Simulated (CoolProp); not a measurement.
The numbers come from the reference Helmholtz-energy equation of state, Zhou 2014 in CoolProp.

Task: For cyclohexane, give the phase and the expansivity (1/kK), fugacity coefficient at 558.2 K and 3.05 bar; 511.5 K and 63.7 bar.

Result: 
- 558.2 K and 3.05 bar: gas; expansivity 1.94, fugacity coefficient 0.975
- 511.5 K and 63.7 bar: liquid; expansivity 2.99, fugacity coefficient 0.322
